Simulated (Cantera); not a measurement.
A freely propagating, adiabatic, planar premixed flame of H₂ : O₂ : N₂ = 1 : 0.549 : 2.07 (molar parts), equivalence ratio 0.91, unburnt at 348 K and 2700 Torr; mixture-averaged transport, grid criteria slope 0.08 and curve 0.16, no radiation.

Cantera simulation using the H2/O2 subset of GRI-Mech 3.0, which has no nitrogen chemistry; the numbers are that mechanism's predictions, not measurements. The hydrogen kinetics of GRI-Mech 3.0 are dated; newer H2 mechanisms differ, most at raised pressure. Burning velocities carry a grid error of a few per cent, more on coarse grids.

Question: What does this change do: H2 1 to 0.75 parts?

Answer: 
| quantity | before | after |
|---|---|---|
| laminar burning velocity | 222 cm/s | 98.5 cm/s |
| thermal thickness | 0.0751 mm | 0.0905 mm |
| peak x(H₂O₂) | 0.000144 | 0.000151 |
| peak x(H) | 0.0192 | 0.00530 |
| peak x(HO₂) | 0.000930 | 0.000720 |
| peak x(O) | 0.00685 | 0.00399 |
Lean hydrogen flames are cellular in practice and burn faster than this planar one.
